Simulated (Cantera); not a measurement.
Mixture: CH4 : CO : O2 : N2 = 1 : 0.3 : 2.59 : 9.74 (molar parts), equivalence ratio 0.83, at 443 Torr, adiabatic and at constant volume. Ignition delay is the time to a rise of 400 K.

Computed with Cantera and GRI-Mech 3.0 (53 species, 325 reactions).

What does this change do: 0.77 parts CO2 added?


```
quantity                                                before       after
--------------------------------------------------  ----------  ----------
delay at 1025 K                                         1.37 s      1.48 s
delay at 1125 K                                        0.228 s     0.249 s
delay at 1225 K                                        46.5 ms     51.1 ms
delay at 1325 K                                        11.4 ms     12.6 ms
delay at 1425 K                                        3.41 ms     3.73 ms
delay at 1525 K                                        1.25 ms     1.35 ms
delay at 1625 K                                       0.544 ms    0.581 ms
apparent activation energy between 1425 and 1625 K  180 kJ/mol  180 kJ/mol
```

What does this change do: 0.026 parts C2H6 added?


```
quantity                                                before       after
--------------------------------------------------  ----------  ----------
delay at 1025 K                                         1.37 s     0.578 s
delay at 1125 K                                        0.228 s     0.110 s
delay at 1225 K                                        46.5 ms     23.9 ms
delay at 1325 K                                        11.4 ms     5.88 ms
delay at 1425 K                                        3.41 ms     1.67 ms
delay at 1525 K                                        1.25 ms    0.576 ms
delay at 1625 K                                       0.544 ms    0.245 ms
apparent activation energy between 1425 and 1625 K  180 kJ/mol  180 kJ/mol
```
